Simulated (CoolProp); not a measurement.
o-xylene at 452.29 K and 0.15 MPa is throttled through a valve to 0.00792 MPa with no heat exchange. Each further row changes one setting.

Computed with CoolProp (reference Helmholtz-energy equation of state, Zhou 2012).

| case | temperature change (K) | final density (kg/m³) |
|---|---|---|
| as stated | -3.8 | 0.226 |
| outlet pressure 0.00238 MPa | -3.9 | 0.0678 |
| outlet pressure 0.0103 MPa | -3.7 | 0.294 |
